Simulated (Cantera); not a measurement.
What does this Cantera script print?

```python
import numpy as np
import cantera as ct

gas = ct.Solution("gri30.yaml")
gas.TPX = 1600, 800000, {'CH3OH': 0.0065, 'O2': 0.028, 'N2': 1}
inlet = ct.Reservoir(gas, clone=True)

reactor = ct.IdealGasConstPressureReactor(gas, energy="off", clone=False)
exhaust = ct.Reservoir(gas, clone=True)
tau = [5.5, 2.3, 0.95, 0.4, 0.17, 0.069, 0.029, 0.012, 0.005, 0.0021, 0.00088][0]
for a, b in ((inlet, reactor), (reactor, exhaust)):
    ct.MassFlowController(a, b, mdot=lambda t: reactor.mass / tau)
net = ct.ReactorNet([reactor])
show = ['CH3OH', 'O2', 'CH2', 'NO', 'HO2', 'H2']

rows = []
print(f"{'tau/s':>10s}{'T/K':>9s}" + "".join(f"{s:>11s}" for s in show))
for tau in [5.5, 2.3, 0.95, 0.4, 0.17, 0.069, 0.029, 0.012, 0.005, 0.0021, 0.00088]:
    net.initial_time = 0.0
    net.advance(30 * tau)
    before = gas.X
    net.advance(40 * tau)
    drift = np.max(np.abs(gas.X - before) / (gas.X + 1e-9))
    rows.append([gas.T, *gas[show].X, drift])
    print(f"{tau:10.3e}{gas.T:9.1f}" + "".join(f"{x:11.3e}" for x in gas[show].X))
```

It prints:

```
     tau/s      T/K      CH3OH         O2        CH2         NO        HO2         H2
 5.500e+00   1600.0  4.724e-08  1.758e-02  2.299e-12  6.414e-06  5.684e-08  3.878e-07
 2.300e+00   1600.0  9.617e-08  1.758e-02  4.678e-12  4.324e-06  8.241e-08  5.599e-07
 9.500e-01   1600.0  1.893e-07  1.758e-02  9.170e-12  3.400e-06  1.345e-07  8.796e-07
 4.000e-01   1600.0  3.569e-07  1.758e-02  1.714e-11  3.038e-06  2.325e-07  1.432e-06
 1.700e-01   1600.0  6.560e-07  1.758e-02  3.113e-11  2.955e-06  4.118e-07  2.381e-06
 6.900e-02   1600.0  1.227e-06  1.759e-02  5.754e-11  3.016e-06  7.591e-07  4.147e-06
 2.900e-02   1600.0  2.206e-06  1.761e-02  1.035e-10  3.087e-06  1.360e-06  7.182e-06
 1.200e-02   1600.0  3.944e-06  1.765e-02  1.913e-10  3.010e-06  2.426e-06  1.275e-05
 5.000e-03   1600.0  6.890e-06  1.773e-02  3.721e-10  2.670e-06  4.205e-06  2.287e-05
 2.100e-03   1600.0  1.177e-05  1.787e-02  8.017e-10  2.130e-06  7.019e-06  4.126e-05
 8.800e-04   1600.0  1.990e-05  1.810e-02  2.004e-09  1.555e-06  1.131e-05  7.514e-05
```

Detailed kinetics in Cantera: GRI-Mech 3.0 (53 species, 325 reactions). GRI-Mech 3.0 was tuned for natural gas; its chemistry of methanol as a main component is partial and can be far from experiment.
